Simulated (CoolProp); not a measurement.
Values from CoolProp's reference Helmholtz-energy equation of state, Lemmon 2006. It is a short technical equation, of lower accuracy than the large ones.

### Question
For CH3F (R41), give the phase and the cp (kJ/(kg K)), speed of sound (m/s) at 425 K and 242 kPa; 425 K and 550 kPa; 425 K and 1250 kPa.

### Answer
- 425 K and 242 kPa: gas; cp 1.36, speed of sound 355
- 425 K and 550 kPa: gas; cp 1.37, speed of sound 353
- 425 K and 1250 kPa: gas; cp 1.41, speed of sound 350
